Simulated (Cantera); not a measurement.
A Cantera script and what it prints.

```python
import numpy as np
import cantera as ct

gas_names = [...]  # 47 gases of nasa_gas.yaml made of Cl, H, N, O, Si
cond_names = """
    H2O(s) H2O(L) NH4CL(a) NH4CL(b) Si(cr) Si(L) SiO2(Lqz) SiO2(hqz) SiO2(L) Si2N2O(s) Si3N4(a)
""".split()


# ... load() reads the species with a 1 bar reference pressure and builds the phases ...
atoms = {
    'SiCl4': {'Si': 1, 'CL': 4},
    'N2O': {'N': 2, 'O': 1},
    'H2': {'H': 2},
}
top_T = {'Si2N2O(s)': 2100, 'Si3N4(a)': 2400}  # K; cautious upper limits of use, not melting points


# ... equilibrate(T, P, feed) seeds the gas with the atoms and calls Mixture.equilibrate('TP', solver="vcs", rtol=1e-11, max_steps=5000) ...
results = []
T = 1600  # K
P = 7300  # Pa
for m in [1.7, 2, 2.4, 2.8, 3.4, 4, 4.7, 5.6, 6.7, 7.9, 9.4]:
    feed = {'SiCl4': 1, 'N2O': 17, 'H2': m}  # mol
    mix = equilibrate(T, P, feed)
    results.append((T, P, feed, dict(zip(mix.species_names, mix.species_moles))))

top = {s: max(r[3][s] / sum(r[3][g] for g in gas_names) for r in results) for s in gas_names}
cols = sorted((s for s in top if top[s] > 1e-05), key=lambda s: -top[s])[:6]
seen = [c for c in cond_names if any(r[3].get(c, 0) > 1e-12 for r in results)]
print("log10 of partial pressures in bar; condensed amounts in mol")
print(f"{'n(H2)':>10s}" + "".join(f"{s[:9]:>10s}" for s in cols + seen))
for T, P, feed, n in results:
    ng = sum(n[g] for g in gas_names)
    print(f"{feed['H2']:10.4g}" + "".join(f"{np.log10(max(n[s] / ng * P / 1e5, 1e-99)):10.3f}" for s in cols)
          + "".join(f"{n.get(c, 0):10.4g}" for c in seen))
```

Output:

```
log10 of partial pressures in bar; condensed amounts in mol
     n(H2)        N2        O2       H2O       HCL        CL       CL2 SiO2(hqz)
       1.7    -1.361    -1.724    -3.255    -2.119    -2.700    -3.483         1
         2    -1.364    -1.732    -2.998    -2.087    -2.798    -3.678         1
       2.4    -1.366    -1.743    -2.753    -2.065    -2.901    -3.885         1
       2.8    -1.369    -1.757    -2.581    -2.054    -2.980    -4.041         1
       3.4    -1.373    -1.779    -2.401    -2.046    -3.068    -4.217         1
         4    -1.378    -1.802    -2.273    -2.043    -3.135    -4.352         1
       4.7    -1.383    -1.831    -2.159    -2.043    -3.198    -4.478         1
       5.6    -1.389    -1.870    -2.049    -2.045    -3.265    -4.612         1
       6.7    -1.397    -1.921    -1.945    -2.048    -3.333    -4.748         1
       7.9    -1.405    -1.984    -1.858    -2.053    -3.398    -4.877         1
       9.4    -1.415    -2.072    -1.772    -2.061    -3.470    -5.022         1
```

Method: chemical equilibrium by Gibbs-energy minimisation in Cantera with the NASA 1993 tables (ideal gas, pure condensed phases). The tables hold silica as quartz up to 1696 K and as liquid above; real silica turns to tridymite and cristobalite and melts near 1996 K. Gases not in the tables: Si(OH)4.
